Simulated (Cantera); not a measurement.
Equilibrium for chemical vapour transport: Fe2O3 + HCl + O2

Charge: 1 mol Fe2O3, 0.29 mol HCl, 0.037 mol O2, held at 0.100 bar.

Equilibrium computed with Cantera from the NASA thermochemical tables; the gas is ideal and each condensed phase is pure. Candidate condensed phases: Fe, FeCl2, FeCl3, FeO, Fe(OH)2, Fe(OH)3, Fe2O3, Fe3O4, H2O; 22 gas species. Mutual solubility and eutectic melting of coexisting phases are not modelled. Kinetics and transport are ignored.

```csv
T (K),x HCl,x O2,x H2O,x FeCl2,x Cl2,x Cl,x FeCl3,n Fe2O3(s),n Fe3O4(s)
1325,0.726,0.101,0.0878,0.0242,0.0355,0.00920,0.0156,0.994,0
1350,0.717,0.104,0.0906,0.0311,0.0308,0.0106,0.0156,0.992,0
1375,0.705,0.108,0.0942,0.0391,0.0264,0.0120,0.0151,0.991,0
1400,0.692,0.111,0.0987,0.0478,0.0225,0.0135,0.0144,0.990,0
1425,0.677,0.114,0.104,0.0573,0.0189,0.0149,0.0134,0.988,0
1450,0.661,0.117,0.110,0.0673,0.0158,0.0164,0.0123,0.987,0
1475,0.643,0.120,0.116,0.0777,0.0132,0.0179,0.0111,0.985,0
1500,0.625,0.123,0.124,0.0883,0.0109,0.0193,0.00986,0.984,0
1525,0.605,0.126,0.131,0.0990,0.00901,0.0207,0.00869,0.982,0
1550,0.555,0.177,0.129,0.0983,0.00847,0.0236,0.00727,0.855,0.0841
1575,0.451,0.315,0.111,0.0822,0.00805,0.0268,0.00517,0.416,0.377
1600,0.379,0.408,0.0999,0.0736,0.00670,0.0284,0.00370,0,0.654
```
x: gas mole fraction; n: condensed amount in mol.

From 1325 K to 1525 K the condensed part is Fe2O3(s). From 1550 K to 1575 K the condensed part is Fe2O3(s) + Fe3O4(s). At 1600 K the condensed part is Fe3O4(s). The main Fe-bearing gas is FeCl2 throughout.
